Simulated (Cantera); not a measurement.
An isothermal, constant-pressure homogeneous reactor starts with C2H6 : H2 = 1 : 15 (molar parts), at 1725 K and 0.0138 atm.

Cantera simulation using GRI-Mech 3.0 (53 species, 325 reactions); the numbers are that mechanism's predictions, not measurements. GRI-Mech 3.0 stops at C3 and has no aromatics, soot or wall deposition, so with more carbon than oxygen in the feed, carbon stays in small species such as C2H2 where larger ones or solid carbon would form. Radical loss at walls, strong at low pressure, is not modelled.

One state of this run: x C2H6 = 0.0615; x H2 = 0.937; x C2H2 = 4.73e-10; x C2H4 = 6.61e-6; x H = 0.000137. x: mole fraction; the columns are a selection and need not sum to one.

**Question.** Which value of t (s) does it belong to?
(A) 30.0
(B) 9.49e-6
(C) 0.0300
(D) 0.000300

**Answer.** B, 9.49e-6
